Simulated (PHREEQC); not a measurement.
1 kg of water holding 29 mmol/kgw CaCl2 meets 20 L of dry gas (CH4 1 by moles) at fixed total pressure, at 1 atm; fugacities by Peng-Robinson. The gases take part in no redox reaction, some water evaporates into the gas, and hydrates or a liquid gas phase aren't modelled. No solid was allowed to form.

All values are PHREEQC results (ion-association model, phreeqc.dat), not measurements.

```
T (°C)  dissolved CH4 (mol/kgw)  φ of CH4
------  -----------------------  --------
10                      0.00226     0.997
20                            …     0.998
30                      0.00134     0.998
40                            …     0.998
50                            …     0.998
60                            …     0.999
70                     0.000666     0.999
80                     0.000505     1.000
```

### Question
Some entries are withheld; supply them.

### Answer

- 20, dissolved CH4 (mol/kgw): 0.00169
- 40, dissolved CH4 (mol/kgw): 0.00111
- 50, dissolved CH4 (mol/kgw): 0.000944
- 60, dissolved CH4 (mol/kgw): 0.000804

Complexes and solids missing from the database can't appear. Away from 25 °C the constants follow the database's enthalpies or fits; those with neither stay at their 25 °C values.
